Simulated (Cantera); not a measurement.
Predominance diagram of Ba at 1352 °C against the partial pressures of O2 and H2O (log10, bar). Standard-state values (1 bar) from the NASA 1993 polynomials, evaluated with Cantera. Candidates: Ba(l), BaO(s), Ba(OH)2(l). Only these pure phases compete in this equilibrium. Not in the tables: the peroxide.

```
log p(H2O) \ log p(O2)
        columns: -26, -24.4, -22.8, -21.1, -19.5, -17.9, -16.2, -14.6, -13, -11.4, -9.8, -8.1, -6.5, -4.9, -3.2, -1.6, 0
      1  A A A A A A A A A A B B B B B B B
   -0.3  A A A A A A A A A C C C C C C C C
   -1.6  A A A A A A A C C C C C C C C C C
   -2.9  A A A A A C C C C C C C C C C C C
   -4.2  A A A A C C C C C C C C C C C C C
   -5.5  A A C C C C C C C C C C C C C C C
   -6.8  A C C C C C C C C C C C C C C C C
   -8.1  D C C C C C C C C C C C C C C C C
   -9.4  D C C C C C C C C C C C C C C C C
  -10.7  D C C C C C C C C C C C C C C C C
    -12  D C C C C C C C C C C C C C C C C
```

A: out of reach (another gas would pass 10 bar, or a non-metal would condense); B: Ba(OH)2(l); C: BaO(s); D: Ba(l).
